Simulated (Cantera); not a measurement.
A perfectly stirred reactor is fed with CH4 : O2 : N2 = 1 : 1.33 : 5.01 (molar parts), equivalence ratio 1.5, at 9750 Torr; it is adiabatic with a 798 K inlet, and is followed from long to short residence time, starting on the burning branch (τ in s: 0.13, 0.05, 0.019, 0.007, 0.0026, 0.00099, 0.00037, 0.00014, 5.2e-05, 2e-05).

Model: GRI-Mech 3.0 (53 species, 325 reactions), integrated in Cantera. The pressure lies above the range GRI-Mech 3.0 was tuned for (to about 10 atm).

Q: Predict: blow-out, bracketed by the residence times tried; x(CH4) at τ = 0.130 s; x(O2) at τ = 0.130 s; x(H) at τ = 0.130 s; x(CH3) at τ = 0.130 s; x(CH4) at τ = 0.990 ms; x(O2) at τ = 0.990 ms; x(NO2) at τ = 0.990 ms; x(H) at τ = 0.990 ms; x(CH3) at τ = 0.990 ms.

A: 
- blow-out, bracketed by the residence times tried = burning at 52.0 µs, out at 20.0 µs
- x(CH4) at τ = 0.130 s = 3.71e-5
- x(O2) at τ = 0.130 s = 8.31e-6
- x(H) at τ = 0.130 s = 0.000675
- x(CH3) at τ = 0.130 s = 5.86e-6
- x(CH4) at τ = 0.990 ms = 0.00197
- x(O2) at τ = 0.990 ms = 0.000750
- x(NO2) at τ = 0.990 ms = 3.02e-9
- x(H) at τ = 0.990 ms = 0.000810
- x(CH3) at τ = 0.990 ms = 0.000385
